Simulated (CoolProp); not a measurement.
Octamethylcyclotetrasiloxane (D4) at several states: Z from the reference equation and from simpler models built on Tc = 586.5 K, pc = 1347 kPa, ω = 0.598; each cubic takes its own stable root.

The numbers come from the reference Helmholtz-energy equation of state, Thol 2015 in CoolProp.

```csv
T (K),p (kPa),phase,reference,van der Waals,Soave-Redlich-Kwong,Peng-Robinson
618.7,25.8,gas,0.9945,0.9950,0.9947,0.9940
320.3,161,liquid,0.01937,0.03424,0.02177,___
582.1,1060,gas,___,0.6711,0.6274,0.6012
563.7,102,gas,0.9683,0.9747,0.9693,0.9663
452.3,372,liquid,0.03850,___,0.04246,___
```

**Question.** Some entries are withheld; supply them.

**Answer.** 
- 320.3, Peng-Robinson: 0.01938
- 582.1, reference: 0.6057
- 452.3, van der Waals: 0.8185
- 452.3, Peng-Robinson: 0.03752

At some of these states van der Waals gives the other phase, because its saturation line lies elsewhere.
